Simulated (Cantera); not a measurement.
A closed system holds: 1 mol Si3N4, 1.9 mol H2O, 210 mol H2, held at 1750 °C and 4.40 Pa.

Equilibrium computed with Cantera from the NASA thermochemical tables; the gas is ideal and each condensed phase is pure. Candidate condensed phases: H2O, Si, SiO2, Si2N2O, Si3N4; 35 gas species. The numbers say what is thermodynamically allowed, not how fast it happens.

Base state: H2 0.734, H 0.245, N2 0.00809, SiO 0.00769, Si 0.00443, SiH 1.62e-5 (mole fractions); condensed: gas only.

**Question.** What changes in the equilibrium state with this change: pressure from 4.40 Pa to 2.00 mbar?

**Answer.** 
| species | before | after |
|---|---|---|
| H2 | 0.734 | 0.936 |
| H | 0.245 | 0.0411 |
| N2 | 0.00809 | 0.00903 |
| SiO | 0.00769 | 0.00858 |
| SiH2 | 3.04e-7 | 1.90e-5 |
| SiH | 1.62e-5 | 0.000133 |
| Si | 0.00443 | 0.00479 |
Gases not in the tables: Si2H6 and higher silanes.

**Question.** What changes in the equilibrium state with this change: temperature from 1750 °C to 1825 °C?

**Answer.** 
| species | before | after |
|---|---|---|
| H2 | 0.734 | 0.617 |
| H | 0.245 | 0.365 |
| N2 | 0.00809 | 0.00754 |
| SiO | 0.00769 | 0.00716 |
| SiH | 1.62e-5 | 1.17e-5 |
| Si | 0.00443 | 0.00413 |

**Question.** What changes in the equilibrium state with this change: pressure from 4.40 Pa to 0.130 bar?

**Answer.** 
```json
[
 {"species": "H2", "before": "0.734", "after": "0.976"},
 {"species": "N2", "before": "0.00809", "after": "0.00923"},
 {"species": "SiO", "before": "0.00769", "after": "0.00878"},
 {"species": "H", "before": "0.245", "after": "0.00520"},
 {"species": "Si", "before": "0.00443", "after": "0.000438"},
 {"species": "SiH2", "before": "3.04e-7", "after": "0.000118"},
 {"species": "SiH", "before": "1.62e-5", "after": "0.000100"},
 {"species": "Si(l), mol", "before": "0", "after": "0.952"}
]
```
Gases not in the tables: Si2H6 and higher silanes.
